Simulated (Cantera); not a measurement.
Input: 1 mol SF₆, 2.9 mol O₂, 32 mol N₂, equilibrated at 0.100 bar.

These are equilibrium values from Cantera (NASA tables, ideal gas, pure condensed phases), not measurements of a reactor. Candidate condensed phases: S; 63 gas species. Ions and electrons are included (thermal ionisation). Equilibrium is a limit: real reactors are often held back by kinetics, nucleation or transport. All values below are at 2727 °C.

Base state: N₂ 0.748, F 0.141, O 0.0517, O₂ 0.0209, NO 0.0147, SO 0.0116, SO₂ 0.00852, S 0.00333 (mole fractions); condensed: gas only.

**Question.** What changes in the equilibrium state with this change: SF₆ replaced by H₂O?

**Answer.** 
```
species   before    after
-------  -------  -------
N₂         0.748    0.829
O         0.0517   0.0686
O₂        0.0209   0.0367
F          0.141        0
H              0   0.0268
OH             0   0.0120
SO        0.0116        0
NO        0.0147   0.0205
SO₂      0.00852        0
H₂O            0  0.00390
S        0.00333        0
H₂             0  0.00289
SF       6.94e-5        0
```
Further candidate phases: H₂O.
